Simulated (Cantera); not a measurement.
Cantera run:

```python
import numpy as np
import cantera as ct

gas_names = """
    AL ALCL ALCL2 ALCL3 ALH ALN AL2 AL2CL6 CL CL2 H HCL H2 N NH NH2 NH3 N2 N2H2 N2H4
""".split()
cond_names = """
    AL(cr) AL(L) ALCL3(s) ALCL3(L) ALN(s) NH4CL(a) NH4CL(b)
""".split()


def load(file, names, dense=False):
    # The tables refer to 1 bar. Condensed volumes are neglected.
    table = {s.name: s for s in ct.Species.list_from_file(file)}
    out = []
    for n in names:
        d = dict(table[n].input_data)
        d["thermo"] = dict(d["thermo"], **{"reference-pressure": 1e5})
        if dense:
            d["equation-of-state"] = {"model": "constant-volume", "density": "1e6 g/cm^3"}
        out.append(ct.Species.from_dict(d))
    return out


gas = ct.Solution(thermo="ideal-gas", species=load("nasa_gas.yaml", gas_names))
cond = {s.name: ct.Solution(thermo="fixed-stoichiometry", species=[s], name=s.name)
        for s in load("nasa_condensed.yaml", cond_names, dense=True)}
atoms = {
    'AlN': {'AL': 1, 'N': 1},
    'HCl': {'H': 1, 'CL': 1},
    'H2': {'H': 2},
}
top_T = {'ALN(s)': 2750}  # K; cautious upper limits of use, not melting points


def equilibrate(T, P, feed):
    n = {}
    for name, mol in feed.items():
        for a, k in atoms[name].items():
            n[a] = n.get(a, 0.0) + k * mol
    gas.TPX = T, P, n
    mass = sum(n.values()) * gas.mean_molecular_weight
    gas.equilibrate("TP")
    valid = [c for c in cond.values() if c.min_temp <= T <= top_T.get(c.name, c.max_temp)]
    mix = ct.Mixture([(gas, mass / gas.mean_molecular_weight)] + [(c, 0.0) for c in valid])
    mix.T, mix.P = T, P
    mix.equilibrate("TP", solver="vcs", rtol=1e-11, max_steps=5000)
    return mix


results = []
feed = {'AlN': 1, 'HCl': 0.62, 'H2': 3.1}  # mol
T = 1300  # K
P = 78000  # Pa
mix = equilibrate(T, P, feed)
results.append((T, P, feed, dict(zip(mix.species_names, mix.species_moles))))
x = sorted(zip(gas.X, gas.species_names), reverse=True)
print(f"T = {T:g} K  P = {P:g} Pa  gas = {mix.phase_moles(0):.4g} mol")
print("   x: " + "  ".join(f"{s} {v:.3e}" for v, s in x if v > 0.001))
print("   condensed (mol): " + ("  ".join(f"{mix.phase(i).name} {mix.phase_moles(i):.4g}"
      for i in range(1, mix.n_phases) if mix.phase_moles(i) > 1e-12) or "none"))
```

Output:

```
T = 1300 K  P = 78000 Pa  gas = 3.72 mol
   x: H2 8.854e-01  HCL 6.244e-02  ALCL3 3.466e-02  N2 1.738e-02
   condensed (mol): ALN(s) 0.8706
```

These are equilibrium values from Cantera (NASA tables, ideal gas, pure condensed phases), not measurements of a reactor. The tables' values for AlCl2 are old estimates; treat these amounts as uncertain.
